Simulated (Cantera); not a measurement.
Feed: 1 mol Pb, 3.9 mol H2, at 10.0 mbar.

Equilibrium computed with Cantera from the NASA thermochemical tables; the gas is ideal and each condensed phase is pure. Candidate condensed phases: Pb; 4 gas species. Rates play no part.

x: gas mole fraction; n: condensed amount in mol.

```csv
T (°C),x H2,x Pb,x H,x Pb2,n Pb(l)
850,0.982,0.0183,4.22e-7,(withheld),0.927
875,0.972,0.0280,7.06e-7,(withheld),0.888
900,0.958,0.0422,1.15e-6,(withheld),0.828
925,0.938,0.0624,1.84e-6,(withheld),0.741
950,0.909,0.0908,2.87e-6,(withheld),0.611
975,0.870,0.130,4.36e-6,(withheld),0.417
1000,0.816,0.184,6.44e-6,(withheld),0.123
1025,0.796,0.204,9.56e-6,(withheld),0
1050,0.796,0.204,1.41e-5,(withheld),0
1075,0.796,0.204,2.06e-5,(withheld),0
1100,0.796,0.204,2.97e-5,(withheld),0
1125,0.796,0.204,4.22e-5,(withheld),0
1150,0.796,0.204,5.93e-5,(withheld),0
```

What belongs in the gaps?


- 850, x Pb2: 2.93e-7
- 875, x Pb2: 5.99e-7
- 900, x Pb2: 1.19e-6
- 925, x Pb2: 2.28e-6
- 950, x Pb2: 4.26e-6
- 975, x Pb2: 7.75e-6
- 1000, x Pb2: 1.38e-5
- 1025, x Pb2: 1.52e-5
- 1050, x Pb2: 1.37e-5
- 1075, x Pb2: 1.24e-5
- 1100, x Pb2: 1.12e-5
- 1125, x Pb2: 1.02e-5
- 1150, x Pb2: 9.27e-6
